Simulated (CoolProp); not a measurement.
Vapour-liquid equilibrium of CH2F2 (R32) (1) + R152A (2) at -36.55 °C; x and y are mole fractions of (1).

Computed with CoolProp (multi-fluid Helmholtz-energy mixture model, Tillner-Roth 1997 and Outcalt 1996; pair parameters Bell 2016).

Q: Give the bubble pressure and the first vapour's composition at x = 0.25, 0.65, 0.95. Is there an azeotrope?

A: x = 0.25: 0.09519 MPa, y = 0.545; x = 0.65: 0.1547 MPa, y = 0.862; x = 0.95: 0.1993 MPa, y = 0.984. No azeotrope shows between x = 0.05 and 0.95.

Pair parameters are fitted to limited data, so mixtures are less certain than the pure fluids.
